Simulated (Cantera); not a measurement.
An isothermal, constant-pressure homogeneous reactor starts with CH₄ : H₂ = 1 : 1.5 (molar parts), at 1673 K and 33.0 Torr.

Model: GRI-Mech 3.0 (53 species, 325 reactions), integrated in Cantera. GRI-Mech 3.0 stops at C3 and has no aromatics, soot or wall deposition, so with more carbon than oxygen in the feed, carbon stays in small species such as C2H2 where larger ones or solid carbon would form. Radical loss at walls, strong at low pressure, is not modelled.

x: mole fraction; the columns are a selection and need not sum to one.

| t (s) | x CH₄ | x H₂ | x C₂H₆ | x H | x CH₂ | x C₂H₂ | x CH₃ |
|---|---|---|---|---|---|---|---|
| 0.000700 | 0.400 | 0.600 | 2.49e-6 | 2.69e-5 | 1.47e-8 | 4.03e-8 | 0.000356 |
| 0.00150 | 0.399 | 0.600 | 1.72e-5 | 5.57e-5 | 6.13e-8 | 1.14e-6 | 0.000741 |
| 0.00320 | 0.397 | 0.601 | 8.44e-5 | 0.000111 | 2.22e-7 | 3.32e-5 | 0.00147 |
| 0.00685 | 0.389 | 0.605 | 0.000232 | 0.000189 | 5.51e-7 | 0.000768 | 0.00241 |
| 0.0146 | 0.362 | 0.622 | 0.000272 | 0.000228 | 6.80e-7 | 0.00733 | 0.00263 |
| 0.0313 | 0.311 | 0.655 | 0.000206 | 0.000244 | 6.16e-7 | 0.0260 | 0.00231 |
| 0.0670 | 0.239 | 0.702 | 0.000128 | 0.000271 | 5.22e-7 | 0.0538 | 0.00184 |
| 0.143 | 0.157 | 0.755 | 6.14e-5 | 0.000311 | 4.11e-7 | 0.0846 | 0.00130 |
| 0.307 | (withheld) | 0.800 | (withheld) | (withheld) | (withheld) | (withheld) | (withheld) |
| 0.656 | 0.0410 | 0.830 | 5.64e-6 | 0.000422 | 1.89e-7 | 0.128 | 0.000422 |
| 1.40 | 0.0175 | 0.845 | 1.18e-6 | 0.000469 | 1.03e-7 | 0.136 | 0.000197 |
| 3.00 | (withheld) | 0.852 | (withheld) | 0.000494 | (withheld) | 0.140 | (withheld) |

### Question
What belongs in the gaps?

### Answer

- 0.307, x CH₄: 0.0872
- 0.307, x C₂H₆: 2.17e-5
- 0.307, x H: 0.000363
- 0.307, x CH₂: 2.96e-7
- 0.307, x C₂H₂: 0.111
- 0.307, x CH₃: 0.000798
- 3.00, x CH₄: 0.00756
- 3.00, x C₂H₆: 2.43e-7
- 3.00, x CH₂: 5.04e-8
- 3.00, x CH₃: 8.89e-5
